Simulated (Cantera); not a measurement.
**Thermodynamics of tantalum, niobium, vanadium and zirconium in process gases, feed Zr + NH₃**

Input: 1 mol Zr, a varied amount of NH₃, at 0.340 Pa.

These are equilibrium values from Cantera (NASA tables, ideal gas, pure condensed phases), not measurements of a reactor. Candidate condensed phases: Zr, ZrN; 11 gas species. Mutual solubility and eutectic melting of coexisting phases are not modelled. ZrN: taken at fixed stoichiometry. Condensed phases not in the tables: N, O or C dissolved in the metal. The numbers say what is thermodynamically allowed, not how fast it happens.

Map the stable condensed phases over T = 1898, 1948, 1998, 2048, 2098, 2148, 2198, 2248, 2298, 2348, 2398, 2448 K and n(NH₃) in mol = 0.48, 0.7, 1, 1.5, 2.2, 3.2, 4.7, 6.9, 10, 15.


```
T in K \ n(NH₃) in mol
         0.48  0.7    1  1.5  2.2  3.2  4.7  6.9   10   15
   2448     A    A    A    A    A    A    A    A    A    A
   2398     B    B    A    A    A    A    A    A    A    A
   2348     C    C    D    D    D    A    A    A    A    A
   2298     C    C    D    D    D    D    D    D    A    A
   2248     C    C    D    D    D    D    D    D    D    D
   2198     C    C    D    D    D    D    D    D    D    D
   2148     C    C    D    D    D    D    D    D    D    D
   2098     C    C    D    D    D    D    D    D    D    D
   2048     C    C    D    D    D    D    D    D    D    D
   1998     C    C    D    D    D    D    D    D    D    D
   1948     C    C    D    D    D    D    D    D    D    D
   1898     C    C    D    D    D    D    D    D    D    D
```
A: gas only; B: Zr; C: Zr + ZrN; D: ZrN.
